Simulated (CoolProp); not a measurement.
Saturation properties of hydrogen chloride.

Computed with CoolProp (reference Helmholtz-energy equation of state, Thol 2018).

```csv
T (K),p (MPa),vapour density (kg/m³),enthalpy of vaporisation (kJ/kg)
201.4,0.2034,4.648,…
204.5,0.2360,…,425.4
207.6,0.2727,6.111,421.6
210.7,0.3135,6.965,417.8
213.9,0.3605,…,413.7
217,0.4109,8.981,…
220.1,0.4666,10.13,405.5
223.3,0.5298,11.42,401.2
226.4,0.5971,12.80,396.8
229.5,0.6707,14.30,392.3
232.6,0.7509,15.94,387.7
```

Problem. Complete the blanks.

Solution. 
- 201.4, enthalpy of vaporisation (kJ/kg): 429.0
- 204.5, vapour density (kg/m³): 5.341
- 213.9, vapour density (kg/m³): 7.939
- 217, enthalpy of vaporisation (kJ/kg): 409.7

It boils at 188.2 K under 1 atm.
